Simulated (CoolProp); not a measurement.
Aqueous potassium formate as a coolant, 10 % by mass, freezing at -4.9 °C, 1 atm.

Computed with CoolProp (Melinder's fits for secondary coolants).

```tsv
T (°C)	viscosity (mPa s)	density (kg/m³)	cp (kJ/(kg K))	conductivity (W/(m K))
-1.1	2.06	1064	3.807	0.547
3.5	1.79	1064	3.806	0.554
8	1.58	1063	3.806	0.561
12.6	(withheld)	1062	3.807	0.567
17.2	(withheld)	1061	3.808	0.574
21.8	1.13	1059	3.810	0.580
26.4	1.02	1058	3.812	0.586
31	0.928	(withheld)	3.814	0.593
35.5	(withheld)	1055	3.817	0.599
```

Problem. What belongs in the gaps?

Solution. 
- 12.6, viscosity (mPa s): 1.40
- 17.2, viscosity (mPa s): 1.25
- 31, density (kg/m³): 1056
- 35.5, viscosity (mPa s): 0.849
